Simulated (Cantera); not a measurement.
A jet of CH4 : O2 : N2 = 0.026 : 0.086 : 0.79 (molar parts), equivalence ratio 0.60 at 300 K and 113 Torr hits a platinum plate 8.5 cm away at a mass flux of 0.19 kg/m²/s; the plate temperature is set and raised in steps from an oxygen-covered start.

Detailed kinetics in Cantera: Deutschmann's 1995 Pt surface mechanism with GRI-Mech 3.0 gas chemistry. Catalytic surfaces can have several steady states; this one follows from the mechanism file's or the stated starting coverage.

One state of this run: wall x CH4 = 0.00347; wall x O2 = 0.0418; wall x H2O = 0.0465; wall x OH = 3.82e-6; wall x CO = 7.79e-6; wall x CO2 = 0.0308; θ free Pt = 0.618; θ O* = 0.381; θ OH* = 0.00101. x: mole fraction at the wall; θ: surface coverage.

Question: Which value of plate T (K) does it belong to?
A) 1250
B) 1200
C) 1050
D) 1100

Answer: B, 1200
